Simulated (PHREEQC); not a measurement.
Solution (25 °C): 0.0056 mol/kgw NaOH and 5.4e-05 mol/kgw K3PO4. Closed to the air; pH follows from the charge balance.

The numbers come from PHREEQC with the ion-association model, phreeqc.dat.

Precipitation was switched off in this run.

Order these P species by the share of P that they hold, largest first: PO4-3, NaHPO4-, HPO4-2.

HPO4-2 (74 %), PO4-3 (26 %), NaHPO4- (0.58 %)

The pH is 11.71 and the ionic strength 0.00584 mol/kgw.
